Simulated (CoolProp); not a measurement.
A single-stage vapour-compression cycle with the fluid: evaporating at 329.15 K (dew point), condensing at 351.15 K (bubble point), superheat 10 K, subcooling 2 K, compressor efficiency 0.7, no pressure losses. The same conditions are run with several fluids, on thermodynamics alone (safety and materials aside).

Values from CoolProp's reference Helmholtz-energy equation of state of each fluid (propyne: Polt 1992; R124: de Vries 1995; hexamethyldisiloxane (MM): Thol 2016; tetrahydrofuran: Fiedler 2023; cyclopropane: Polt 1992; R227EA: Lemmon 2016). The equations of Platzer and Polt are older, rougher fits.

| fluid | cooling COP | pressure ratio | discharge temperature (K) | refrigerating effect (kJ/kg) | volumetric capacity (kJ/m³) |
|---|---|---|---|---|---|
| propyne | ___ | 1.64 | 371.8 | ___ | 8480 |
| R124 | ___ | 1.67 | 362.6 | 110 | 5810 |
| hexamethyldisiloxane (MM) | ___ | 2.24 | 352.2 | ___ | 250 |
| tetrahydrofuran | 9.98 | 2.03 | 371.2 | 398 | 754 |
| cyclopropane | 8.93 | ___ | 369.6 | 318 | ___ |
| R227EA | 8.20 | 1.67 | ___ | 74.3 | 6090 |

Complete the blanks.


- propyne, cooling COP: 9.08
- propyne, refrigerating effect (kJ/kg): 379
- R124, cooling COP: 8.94
- hexamethyldisiloxane (MM), cooling COP: 9.68
- hexamethyldisiloxane (MM), refrigerating effect (kJ/kg): 190
- cyclopropane, pressure ratio: 1.58
- cyclopropane, volumetric capacity (kJ/m³): 9000
- R227EA, discharge temperature (K): 358.9
